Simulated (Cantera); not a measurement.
Input: 1 mol CuO, 2.1 mol CO, 1 mol N2, held at 1.70 mbar.

Method: chemical equilibrium by Gibbs-energy minimisation in Cantera with the NASA 1993 tables (ideal gas, pure condensed phases). Candidate condensed phases: C, Cu, CuO, Cu2O; 27 gas species. Kinetics and transport are ignored.

Question: What share of the Cu ends up in condensed phases as a function of T (K), at 1348, 1398, 1448, 1498, 1548, 1598, 1648, 1698, 1748, 1798, 1848, 1898, 1948, 1998?

Answer: 
| T (K) | Cu condensed (%) | as |
|---|---|---|
| 1348 | 99.9 | Cu(s) |
| 1398 | 99.8 | Cu(l) |
| 1448 | 99.4 | Cu(l) |
| 1498 | 98.5 | Cu(l) |
| 1548 | 96.7 | Cu(l) |
| 1598 | 92.8 | Cu(l) |
| 1648 | 84.9 | Cu(l) |
| 1698 | 68.9 | Cu(l) |
| 1748 | 35.7 | Cu(l) |
| 1798 | 0.0 | - |
| 1848 | 0.0 | - |
| 1898 | 0.0 | - |
| 1948 | 0.0 | - |
| 1998 | 0.0 | - |
